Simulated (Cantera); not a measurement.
## Equilibrium for abatement and gas-phase synthesis: H2S + O2

A closed system holds: 1 mol H2S, a varied amount of O2, equilibrated at 1650 K and 10.0 mbar.

Method: chemical equilibrium by Gibbs-energy minimisation in Cantera with the NASA 1993 tables (ideal gas, pure condensed phases). Candidate condensed phases: H2O, H2SO4, S; 19 gas species. Rates play no part.

```csv
n(O2) (mol),log p SO2,log p H2O,log p S2,log p H2,log p O2,log p H2S,log p SO,log p SH
0.45,-3.06,-2.41,-2.60,-2.64,-9.40,-3.67,-3.86,-4.18
0.69,-2.72,-2.37,-2.73,-2.80,-8.99,-3.90,-3.73,-4.32
0.93,-2.53,-2.36,-2.93,-2.94,-8.70,-4.13,-3.68,-4.49
1.2,-2.40,-2.35,-3.31,-3.10,-8.38,-4.47,-3.71,-4.76
1.4,-2.33,-2.34,-4.08,-3.31,-7.92,-5.08,-3.86,-5.25
1.7,-2.34,-2.34,-13.87,-5.75,-3.04,-12.41,-6.32,-11.36
1.9,-2.38,-2.38,<-14,-5.92,-2.78,-12.88,-6.49,-11.75
```
log p: log10 of the partial pressure in bar; nothing condenses.

From 0.45 mol O2 to 1.9 mol O2 nothing is condensed.
